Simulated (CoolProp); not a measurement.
Vapour-liquid equilibrium of R134a (1) + R1234ze(E) (2) at 59.05 °C; x and y are mole fractions of (1).

Values from CoolProp's multi-fluid Helmholtz-energy mixture model, Tillner-Roth 1994 and Thol 2016; pair parameters Bell 2022.

```csv
x,bubble pressure (bar),y at the bubble point,dew pressure at overall composition x (bar),liquid density (mol/L)
0.05,12.78,0.065,12.71,9.142
0.2,13.58,0.242,13.39,9.304
0.35,14.27,0.399,14.06,9.477
0.5,14.87,0.545,14.69,9.662
0.65,15.40,0.685,15.27,9.859
0.8,15.87,0.821,15.81,10.07
0.95,16.31,0.955,16.29,10.29
```

No azeotrope shows between x = 0.05 and 0.95.

Pair parameters are fitted to limited data, so mixtures are less certain than the pure fluids.
